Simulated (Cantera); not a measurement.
Adiabatic ignition

An adiabatic, constant-volume homogeneous reactor starts with 6.12 % CH₄, 0.520 % H₂, 14.7 % O₂, 72.8 % N₂, 5.87 % CO₂, equivalence ratio 0.85, at 1175 K and 1.00 bar.

Model: GRI-Mech 3.0 (53 species, 325 reactions), integrated in Cantera.

```tsv
t (s)	T (K)	P (bar)	x CH₄	x H₂	x O₂	x CH₂O	x HCO
2.00e-6	1175	1.00	0.0612	0.00520	0.147	<1e-12	<1e-12
8.60e-6	1175	1.00	0.0612	0.00520	0.147	7.29e-12	<1e-12
3.69e-5	1175	1.00	0.0612	0.00520	0.147	1.47e-10	<1e-12
0.000159	1175	1.00	0.0612	0.00520	0.147	3.03e-9	<1e-12
0.000682	1175	1.000	0.0612	0.00520	0.147	8.58e-8	<1e-12
0.00293	1175	1.00	0.0612	0.00519	0.147	9.35e-6	1.43e-11
0.0126	1179	1.00	0.0606	0.00512	0.146	0.000197	5.81e-10
0.0541	2506	2.16	<1e-12	0.00313	0.0253	4.52e-11	5.03e-9
0.233	2506	2.16	<1e-12	0.00313	0.0252	4.52e-11	5.02e-9
1.00	2506	2.16	<1e-12	0.00313	0.0252	4.52e-11	5.02e-9
```
x: mole fraction; the columns are a selection and need not sum to one.

```
Property                                                            Result
---------------------------------  ---------------------------------------
time of steepest temperature rise                                  32.2 ms
temperature at 1.00 s                                               2506 K
equilibrium temperature                                             2506 K
x(CH₄) at 1.00 s                     <1e-12 (gas-phase equilibrium <1e-12)
x(H₂) at 1.00 s                    0.00313 (gas-phase equilibrium 0.00313)
x(O₂) at 1.00 s                      0.0252 (gas-phase equilibrium 0.0252)
```
